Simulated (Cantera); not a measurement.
# Diamond growth

A diamond (100) surface in a fixed gas of H2 with x(CH4) = 0.0059, x(H) = 0.00038, x(CH3) = 0.00014, 0.200 bar; coverages are run to steady state.

Detailed kinetics in Cantera: the Harris–Goodwin 1993 mechanism for the reconstructed diamond (100) surface.

| T (K) | growth (µm/h) | θ c6HH | θ c6H* | θ c6*H | θ c6** | θ c6HM |
|---|---|---|---|---|---|---|
| 925 | 7.07 | 0.507 | 0.00910 | 0.234 | 0.00341 | 0.194 |
| 1000 | 9.75 | 0.499 | 0.0146 | 0.299 | 0.00605 | 0.132 |
| 1075 | 9.17 | 0.501 | 0.0219 | 0.368 | 0.00948 | 0.0668 |
| 1150 | 5.07 | 0.501 | 0.0299 | 0.423 | 0.0128 | 0.0197 |
| 1225 | 2.53 | 0.493 | 0.0366 | 0.447 | 0.0149 | 0.00423 |
| 1300 | 1.70 | 0.491 | 0.0420 | 0.448 | 0.0158 | 0.000879 |
| 1375 | 1.16 | 0.500 | 0.0460 | 0.437 | 0.0157 | 0.000191 |
θ: site fractions in the mechanism's names (c6HH fully hydrogenated, c6H* and c6*H radical sites, c6** diradical, c6HM methylated).
